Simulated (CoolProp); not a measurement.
Vapour-liquid equilibrium of p-xylene (1) + n-nonane (2) at 303.9 K; x and y are mole fractions of (1).

Model: multi-fluid Helmholtz-energy mixture model, Zhou 2012 and Lemmon 2006; pair parameters Bell 2016, in CoolProp.

### Question
Give the bubble pressure and the first vapour's composition at x = 0.5, 0.8, 0.95. Is there an azeotrope?

### Answer
x = 0.5: 0.01257 bar, y = 0.658; x = 0.8: 0.01479 bar, y = 0.880; x = 0.95: 0.01590 bar, y = 0.972. No azeotrope shows between x = 0.05 and 0.95.

Pair parameters are fitted to limited data, so mixtures are less certain than the pure fluids.
